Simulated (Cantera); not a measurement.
A perfectly stirred reactor is fed with CH4 : H2 : O2 : N2 = 1 : 0.082 : 1.46 : 7 (molar parts), at 0.590 bar; it is adiabatic with a 475 K inlet, and is followed from long to short residence time, starting on the burning branch (τ in s: 0.3, 0.096, 0.031, 0.0097, 0.0031, 0.00099, 0.00031, 0.0001, 3.2e-05, 1e-05).

Model: GRI-Mech 3.0 (53 species, 325 reactions), integrated in Cantera.

x: mole fraction; the columns are a selection and need not sum to one.

```json
[
 {"τ (s)": "0.30", "T (K)": "1903", "x CH4": "0.000262", "x H2": "0.0541", "x O2": "0.000109", "x OH": "(withheld)", "x H": "0.000643", "x CH3": "5.65e-5"},
 {"τ (s)": "0.096", "T (K)": "1900", "x CH4": "0.000376", "x H2": "0.0536", "x O2": "0.000244", "x OH": "(withheld)", "x H": "0.000888", "x CH3": "0.000107"},
 {"τ (s)": "0.031", "T (K)": "1893", "x CH4": "0.000477", "x H2": "0.0530", "x O2": "0.000514", "x OH": "(withheld)", "x H": "0.00130", "x CH3": "0.000184"},
 {"τ (s)": "0.0097", "T (K)": "1882", "x CH4": "0.000659", "x H2": "0.0521", "x O2": "0.00113", "x OH": "(withheld)", "x H": "0.00187", "x CH3": "0.000317"},
 {"τ (s)": "0.0031", "T (K)": "1859", "x CH4": "0.00111", "x H2": "0.0507", "x O2": "0.00267", "x OH": "0.000568", "x H": "0.00241", "x CH3": "0.000574"},
 {"τ (s)": "0.00099", "T (K)": "1791", "x CH4": "0.00285", "x H2": "0.0484", "x O2": "0.00844", "x OH": "0.000554", "x H": "0.00236", "x CH3": "0.00120"},
 {"τ (s)": "0.00031", "T (K)": "475", "x CH4": "0.105", "x H2": "0.00859", "x O2": "0.153", "x OH": "<1e-12", "x H": "<1e-12", "x CH3": "<1e-12"},
 {"τ (s)": "0.00010", "T (K)": "475", "x CH4": "0.105", "x H2": "0.00859", "x O2": "0.153", "x OH": "<1e-12", "x H": "<1e-12", "x CH3": "<1e-12"},
 {"τ (s)": "3.2e-5", "T (K)": "475", "x CH4": "0.105", "x H2": "0.00859", "x O2": "0.153", "x OH": "<1e-12", "x H": "<1e-12", "x CH3": "<1e-12"},
 {"τ (s)": "1.0e-5", "T (K)": "475", "x CH4": "0.105", "x H2": "0.00859", "x O2": "0.153", "x OH": "<1e-12", "x H": "<1e-12", "x CH3": "<1e-12"}
]
```

Task: Fill in the missing entries.

Result: 
- 0.30, x OH: 0.000148
- 0.096, x OH: 0.000207
- 0.031, x OH: 0.000303
- 0.0097, x OH: 0.000436
